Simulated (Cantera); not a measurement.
## Ammonia decomposition in nitride growth gas

A perfectly stirred reactor is fed with 11.9 % NH₃, 88.1 % H₂, at 12.0 Torr; it is held at 2100 K, and followed from long to short residence time.

Computed with Cantera and the gas-phase N/H chemistry of the illustrative SiF4/NH3 mechanism in the Surface Chemkin manual (1991). Walls and surfaces, which speed up NH3 decomposition in real reactors, are not modelled.

```
τ (s)     x NH₃   x H₂      x N     x NH₂       x H      x N₂
------  -------  -----  -------  --------  --------  --------
9.6     0.00388  0.940  4.40e-6   6.47e-5   0.00521    0.0513
4.3      0.0134  0.936  3.05e-6  0.000131   0.00305    0.0471
1.9      0.0298  0.928  2.72e-6  0.000216   0.00224    0.0397
0.85     0.0521  0.916  2.63e-6  0.000310   0.00182    0.0297
0.38     0.0760  0.903  2.56e-6  0.000398   0.00157    0.0190
0.17     0.0955  0.892  2.45e-6  0.000457   0.00142    0.0102
0.076     0.108  0.886  2.20e-6  0.000479   0.00131   0.00467
0.034     0.115  0.882  1.70e-6  0.000457   0.00117   0.00173
0.015     0.118  0.881  8.70e-7  0.000371  0.000924  0.000409
0.0067    0.119  0.881  1.85e-7  0.000222  0.000546   4.37e-5
0.0030    0.119  0.881  1.96e-8  0.000105  0.000257   2.80e-6
```
x: mole fraction; the columns are a selection and need not sum to one.
